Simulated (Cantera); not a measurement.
An adiabatic, constant-volume homogeneous reactor starts with CH₄ : O₂ : N₂ = 1 : 2.22 : 12 (molar parts), equivalence ratio 0.90, at 1048 K and 4.93 atm.

Detailed kinetics in Cantera: GRI-Mech 3.0 (53 species, 325 reactions).

x: mole fraction; the columns are a selection and need not sum to one.

| t (s) | T (K) | P (bar) | x CH₄ | x O₂ | x CH₂O | x CO₂ | x C₂H₂ | x HCN | x CO |
|---|---|---|---|---|---|---|---|---|---|
| 8.00e-6 | 1048 | 5.00 | 0.0657 | 0.146 | 3.26e-12 | <1e-12 | <1e-12 | <1e-12 | <1e-12 |
| 2.23e-5 | 1048 | 5.00 | 0.0657 | 0.146 | 2.54e-11 | <1e-12 | <1e-12 | <1e-12 | <1e-12 |
| 6.23e-5 | 1048 | 5.00 | 0.0657 | 0.146 | 2.01e-10 | <1e-12 | <1e-12 | <1e-12 | <1e-12 |
| 0.000174 | 1048 | 5.00 | 0.0657 | 0.146 | 1.62e-9 | <1e-12 | <1e-12 | <1e-12 | <1e-12 |
| 0.000486 | 1048 | 5.00 | 0.0657 | 0.146 | 1.40e-8 | <1e-12 | <1e-12 | <1e-12 | 8.82e-12 |
| 0.00136 | 1048 | 5.00 | 0.0657 | 0.146 | 1.42e-7 | 2.00e-12 | <1e-12 | <1e-12 | 2.60e-10 |
| 0.00379 | 1048 | 5.00 | 0.0657 | 0.146 | 1.57e-6 | 7.74e-11 | <1e-12 | <1e-12 | 1.06e-8 |
| 0.0106 | 1048 | 5.00 | 0.0657 | 0.146 | (withheld) | 7.54e-10 | <1e-12 | <1e-12 | (withheld) |
| 0.0295 | 1049 | 5.00 | 0.0656 | 0.146 | (withheld) | (withheld) | 9.26e-12 | <1e-12 | (withheld) |
| 0.0823 | 1055 | 5.03 | 0.0649 | 0.145 | 0.000372 | 7.34e-7 | 2.08e-9 | <1e-12 | 0.000151 |
| 0.230 | 2607 | 12.5 | <1e-12 | 0.0146 | 1.22e-10 | 0.0567 | <1e-12 | 2.40e-10 | 0.00847 |
| 0.642 | 2607 | 12.5 | <1e-12 | 0.0146 | 1.22e-10 | 0.0567 | <1e-12 | 2.40e-10 | 0.00847 |
| 1.79 | 2607 | 12.5 | <1e-12 | 0.0146 | 1.22e-10 | 0.0567 | <1e-12 | 2.40e-10 | 0.00847 |
| 5.00 | 2607 | 12.5 | <1e-12 | 0.0146 | 1.22e-10 | 0.0567 | <1e-12 | 2.40e-10 | 0.00847 |

What belongs in the gaps?


- 0.0106, x CH₂O: 9.16e-6
- 0.0106, x CO: 2.52e-7
- 0.0295, x CH₂O: 4.13e-5
- 0.0295, x CO₂: 6.35e-9
- 0.0295, x CO: 3.94e-6
